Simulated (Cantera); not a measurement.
What does this Cantera script print?

```python
import numpy as np
import cantera as ct

gas_names = """
    C CO CO2 C2 C2O C3 C3O2 C4 C5 O O2 O3 Ta TaO TaO2
""".split()
cond_names = """
    C(gr) Ta(cr) Ta(L) TaC(s) TaC(L) Ta2O5(s) Ta2O5(L)
""".split()


# ... load() reads the species with a 1 bar reference pressure and builds the phases ...
atoms = {
    'Ta2O5': {'Ta': 2, 'O': 5},
    'C': {'C': 1},
    'CO': {'C': 1, 'O': 1},
}
top_T = {'C(gr)': 4500}  # K; cautious upper limits of use, not melting points


# ... equilibrate(T, P, feed) seeds the gas with the atoms and calls Mixture.equilibrate('TP', solver="vcs", rtol=1e-11, max_steps=5000) ...
results = []
feed = {'Ta2O5': 1, 'C': 3.6, 'CO': 0.23}  # mol
P = 101325  # Pa
for T in [900, 1050, 1200, 1350, 1500, 1650, 1800, 1950]:
    mix = equilibrate(T, P, feed)
    results.append((T, P, feed, dict(zip(mix.species_names, mix.species_moles))))
    x = sorted(zip(gas.X, gas.species_names), reverse=True)
    print(f"T = {T:g} K  P = {P:g} Pa  gas = {mix.phase_moles(0):.4g} mol")
    print("   x: " + "  ".join(f"{s} {v:.3e}" for v, s in x if v > 0.0001))
    print("   condensed (mol): " + ("  ".join(f"{mix.phase(i).name} {mix.phase_moles(i):.4g}"
          for i in range(1, mix.n_phases) if mix.phase_moles(i) > 1e-12) or "none"))
```

Output:

```
T = 900 K  P = 101325 Pa  gas = 0.1387 mol
   x: CO2 6.588e-01  CO 3.412e-01
   condensed (mol): C(gr) 3.691  Ta2O5(s) 1
T = 1050 K  P = 101325 Pa  gas = 0.1992 mol
   x: CO 8.452e-01  CO2 1.548e-01
   condensed (mol): C(gr) 3.631  Ta2O5(s) 1
T = 1200 K  P = 101325 Pa  gas = 0.2258 mol
   x: CO 9.816e-01  CO2 1.845e-02
   condensed (mol): C(gr) 3.604  Ta2O5(s) 1
T = 1350 K  P = 101325 Pa  gas = 0.2293 mol
   x: CO 9.971e-01  CO2 2.937e-03
   condensed (mol): C(gr) 3.601  Ta2O5(s) 1
T = 1500 K  P = 101325 Pa  gas = 2.8 mol
   x: CO 9.979e-01  CO2 2.079e-03
   condensed (mol): TaC(s) 1.03  Ta2O5(s) 0.4849
T = 1650 K  P = 101325 Pa  gas = 2.8 mol
   x: CO 9.979e-01  CO2 2.057e-03
   condensed (mol): TaC(s) 1.03  Ta2O5(s) 0.4849
T = 1800 K  P = 101325 Pa  gas = 2.8 mol
   x: CO 9.980e-01  CO2 2.041e-03
   condensed (mol): TaC(s) 1.03  Ta2O5(s) 0.4849
T = 1950 K  P = 101325 Pa  gas = 2.8 mol
   x: CO 9.980e-01  CO2 2.031e-03
   condensed (mol): TaC(s) 1.03  Ta2O5(s) 0.4849
```

Equilibrium computed with Cantera from the NASA thermochemical tables; the gas is ideal and each condensed phase is pure. Mutual solubility and eutectic melting of coexisting phases are not modelled. TaC: taken at fixed stoichiometry. Condensed phases not in the tables: Ta2C.
